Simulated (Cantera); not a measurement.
Input: 1 mol PbO, 1.5 mol H2, at 1298 K and 188 Torr.

Method: chemical equilibrium by Gibbs-energy minimisation in Cantera with the NASA 1993 tables (ideal gas, pure condensed phases). Candidate condensed phases: H2O, Pb, PbO, PbO2, Pb3O4; 12 gas species. Equilibrium is a limit: real reactors are often held back by kinetics, nucleation or transport.

Base state: H2O 0.660, H2 0.330, Pb 0.0102 (mole fractions); condensed: Pb(l).

### Question
What changes in the equilibrium state with this change: temperature from 1298 K to 625 K?

### Answer
```json
[
 {"species": "H2O", "before": "0.660", "after": "0.667"},
 {"species": "H2", "before": "0.330", "after": "0.333"},
 {"species": "Pb", "before": "0.0102", "after": "<1e-9"},
 {"species": "Pb(l), mol", "before": "0.984", "after": "1.00"}
]
```

### Question
What changes in the equilibrium state with this change: temperature from 1298 K to 798 K?

### Answer
```csv
species,before,after
H2O,0.660,0.667
H2,0.330,0.333
Pb,0.0102,2.29e-7
"Pb(l), mol",0.984,1.00
```

### Question
What changes in the equilibrium state with this change: pressure from 188 Torr to 40.5 Torr?

### Answer
| species | before | after |
|---|---|---|
| H2O | 0.660 | 0.635 |
| H2 | 0.330 | 0.318 |
| Pb | 0.0102 | 0.0474 |
| Pb(l), mol | 0.984 | 0.925 |
